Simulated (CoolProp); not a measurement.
Vapour-liquid equilibrium of hydrogen chloride (1) + ethane (2) at 12 bar; x and y are mole fractions of (1).

Computed with CoolProp (multi-fluid Helmholtz-energy mixture model, Thol 2018 and Bücker 2006; pair parameters Bell 2016).

```
x     bubble temperature, mixture model (K)  bubble temperature, Raoult's law (K)  y, mixture model  y, Raoult's law
----  -------------------------------------  ------------------------------------  ----------------  ---------------
0.05                                  244.7                                 247.2             0.102            0.051
0.2                                   240.0                                 247.0             0.306            0.204
0.35                                  237.9                                 246.9             0.426            0.355
0.5                                   237.3                                 246.8             0.511            0.506
0.65                                  237.6                                 246.7             0.587            0.655
0.8                                   239.2                                 246.6             0.687            0.804
0.95                                  243.6                                 246.5             0.882            0.951
```

The largest gap from Raoult's law is -9.5 K in bubble temperature, at x = 0.5. y crosses x between x = 0.5 and 0.65: the model has an azeotrope there.

The pair parameters rest on a limited set of measurements; away from them the model extrapolates.
